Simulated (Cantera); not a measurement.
Input (Python, Cantera) and output of one run.

```python
import numpy as np
import cantera as ct

gas_names = [...]  # 45 gases of nasa_gas.yaml made of Al, Cl, H, N, O
cond_names = """
    AL(cr) AL(L) ALCL3(s) ALCL3(L) ALN(s) AL2O3(a) AL2O3(L) H2O(s) H2O(L) NH4CL(a) NH4CL(b)
""".split()


# ... load() reads the species with a 1 bar reference pressure and builds the phases ...
atoms = {
    'AlCl3': {'AL': 1, 'CL': 3},
    'NH3': {'N': 1, 'H': 3},
    'N2': {'N': 2},
    'O2': {'O': 2},
}
top_T = {'ALN(s)': 2750}  # K; cautious upper limits of use, not melting points


# ... equilibrate(T, P, feed) seeds the gas with the atoms and calls Mixture.equilibrate('TP', solver="vcs", rtol=1e-11, max_steps=5000) ...
results = []
feed = {'AlCl3': 1, 'NH3': 0.36, 'N2': 48, 'O2': 12}  # mol
P = 82  # Pa
for T in [650, 700, 750, 800, 850, 900, 950, 1000, 1050, 1100, 1150, 1200, 1250]:
    mix = equilibrate(T, P, feed)
    results.append((T, P, feed, dict(zip(mix.species_names, mix.species_moles))))

top = {s: max(r[3][s] / sum(r[3][g] for g in gas_names) for r in results) for s in gas_names}
cols = sorted((s for s in top if top[s] > 1e-05), key=lambda s: -top[s])[:5]
seen = [c for c in cond_names if any(r[3].get(c, 0) > 1e-12 for r in results)]
print("log10 of partial pressures in bar; condensed amounts in mol")
print(f"{'T/K':>10s}" + "".join(f"{s[:9]:>10s}" for s in cols + seen))
for T, P, feed, n in results:
    ng = sum(n[g] for g in gas_names)
    print(f"{T:10.4g}" + "".join(f"{np.log10(max(n[s] / ng * P / 1e5, 1e-99)):10.3f}" for s in cols)
          + "".join(f"{n.get(c, 0):10.4g}" for c in seen))
```

It prints:

```
log10 of partial pressures in bar; condensed amounts in mol
       T/K        N2        O2        CL       CL2       HCL  AL2O3(a)
       650    -3.192    -3.826    -9.307    -4.841    -4.951       0.5
       700    -3.192    -3.825    -8.610    -4.861    -4.904       0.5
       750    -3.192    -3.824    -8.003    -4.874    -4.877       0.5
       800    -3.192    -3.824    -7.470    -4.881    -4.863       0.5
       850    -3.192    -3.824    -6.998    -4.887    -4.855       0.5
       900    -3.192    -3.824    -6.577    -4.892    -4.850       0.5
       950    -3.192    -3.824    -6.202    -4.900    -4.847       0.5
      1000    -3.192    -3.824    -5.868    -4.914    -4.846       0.5
      1050    -3.193    -3.825    -5.571    -4.940    -4.845       0.5
      1100    -3.193    -3.825    -5.312    -4.984    -4.845       0.5
      1150    -3.194    -3.826    -5.091    -5.059    -4.846       0.5
      1200    -3.195    -3.827    -4.914    -5.177    -4.847       0.5
      1250    -3.196    -3.828    -4.783    -5.350    -4.849       0.5
```

These are equilibrium values from Cantera (NASA tables, ideal gas, pure condensed phases), not measurements of a reactor. Condensed phases not in the tables: AlOCl.
